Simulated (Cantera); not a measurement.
Input: 1 mol borazine, 0.14 mol O2, 14 mol H2, 1.3 mol H2O, equilibrated at 1.00 Torr.

These are equilibrium values from Cantera (NASA tables, ideal gas, pure condensed phases), not measurements of a reactor. Candidate condensed phases: B, BN, B2O3, B3O3H3, H2O; 39 gas species. The feed counts by its element totals alone. The tables' values for BH2 are old estimates; treat these amounts as uncertain. Equilibrium is a limit: real reactors are often held back by kinetics, nucleation or transport. All values below are at 1525 °C.

Base state: H2 0.884, HBO 0.0481, N2 0.0391, B2O2 0.0100, H 0.00907, BO 0.00882, B2O3 0.000423, HBO2 0.000270 (mole fractions); condensed: BN(s).

**Question.** What changes in the equilibrium state with this change: pressure from 1.00 Torr to 100 Torr?

**Answer.** 
```csv
species,before,after
H2,0.884,0.916
N2,0.0391,0.0315
HBO,0.0481,0.0295
HBO2,0.000270,0.00893
B2O2,0.0100,0.00363
B3O3H3,9.23e-9,2.13e-5
B2O,2.04e-5,1.37e-7
H2O,1.26e-5,0.000705
"BN(s), mol",1.43,1.77
```

**Question.** What changes in the equilibrium state with this change: pressure from 1.00 Torr to 143 Torr?

**Answer.** 
```json
[
 {"species": "H2", "before": "0.884", "after": "0.918"},
 {"species": "N2", "before": "0.0391", "after": "0.0305"},
 {"species": "HBO", "before": "0.0481", "after": "0.0268"},
 {"species": "HBO2", "before": "0.000270", "after": "0.0103"},
 {"species": "B2O2", "before": "0.0100", "after": "0.00299"},
 {"species": "B3O3H3", "before": "9.23e-9", "after": "3.24e-5"},
 {"species": "B2O", "before": "2.04e-5", "after": "8.86e-8"},
 {"species": "H2O", "before": "1.26e-5", "after": "0.000901"},
 {"species": "BO", "before": "0.00882", "after": "0.000404"},
 {"species": "BN(s), mol", "before": "1.43", "after": "1.81"}
]
```
